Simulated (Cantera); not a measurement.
Gas mixture: CO2 : NH3 = 0.2 : 0.64 (molar parts), at 0.0296 atm, frozen composition.

Cantera's kinetic-theory transport with the Lennard-Jones parameters of GRI-Mech 3.0, ideal gas; thermal conductivity in the multicomponent form. Polar gases are described roughly by these parameters.

D: mixture-averaged diffusion coefficient of that species in the mixture.

| T (K) | ρ (kg/m³) | cp (J/kg/K) | μ (µPa s) | λ (mW/m/K) | Pr | D (cm²/s) H2 | D (cm²/s) N2 | D (cm²/s) C2H2 |
|---|---|---|---|---|---|---|---|---|
| 400 | 0.0212 | 1675 | 16.0 | 38.9 | 0.689 | 43.2 | [?] | 9.04 |
| 500 | 0.0169 | 1817 | 19.9 | 52.5 | 0.687 | 63.9 | [?] | 13.8 |
| 600 | 0.0141 | 1953 | 23.6 | 67.1 | 0.686 | 87.5 | [?] | 19.4 |
| 700 | 0.0121 | 2077 | 27.1 | 82.2 | 0.684 | 114 | [?] | 25.6 |
| 800 | 0.0106 | 2187 | 30.4 | 97.4 | 0.683 | 143 | [?] | 32.6 |
| 900 | 0.00940 | 2287 | 33.7 | 113 | 0.682 | 174 | [?] | 40.1 |
| 1000 | 0.00846 | 2388 | 36.7 | 129 | 0.681 | 208 | [?] | 48.3 |

What belongs in the gaps?


- 400, D (cm²/s) N2: 11.7
- 500, D (cm²/s) N2: 17.6
- 600, D (cm²/s) N2: 24.4
- 700, D (cm²/s) N2: 31.9
- 800, D (cm²/s) N2: 40.3
- 900, D (cm²/s) N2: 49.4
- 1000, D (cm²/s) N2: 59.2
